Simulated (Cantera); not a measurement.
Standard-state values (1 bar) from the NASA 1993 polynomials, evaluated with Cantera. Values are per mole of reaction as written; species without (g) are pure solids or liquids, kept so even where they would boil at 1 bar.

2 HCl(g) → H2(g) + 2 Cl(g)

```
T (K)    ΔH° (kJ)   ΔS° (J/K)    ΔG° (kJ)     log10 K
-----  ----------  ----------  ----------  ----------
300         427.2        87.3       401.0      -69.83
1100   (withheld)  (withheld)  (withheld)  (withheld)
1250        440.0       107.6       305.5      -12.77
1400   (withheld)  (withheld)  (withheld)  (withheld)
1550        442.5       109.4       273.0       -9.20
1700        443.5       110.0       256.5       -7.88
1850   (withheld)  (withheld)  (withheld)  (withheld)
2000        445.4       111.0       223.4       -5.83
2150        446.2       111.4       206.7       -5.02
2300   (withheld)  (withheld)  (withheld)  (withheld)
2450        447.7       112.1       173.2       -3.69
```

Problem. What belongs in the gaps?

Solution. 
- 1100, ΔH° (kJ): 438.5
- 1100, ΔS° (J/K): 106.3
- 1100, ΔG° (kJ): 321.6
- 1100, log10 K: -15.27
- 1400, ΔH° (kJ): 441.3
- 1400, ΔS° (J/K): 108.6
- 1400, ΔG° (kJ): 289.3
- 1400, log10 K: -10.79
- 1850, ΔH° (kJ): 444.5
- 1850, ΔS° (J/K): 110.6
- 1850, ΔG° (kJ): 240.0
- 1850, log10 K: -6.78
- 2300, ΔH° (kJ): 447.0
- 2300, ΔS° (J/K): 111.8
- 2300, ΔG° (kJ): 189.9
- 2300, log10 K: -4.31
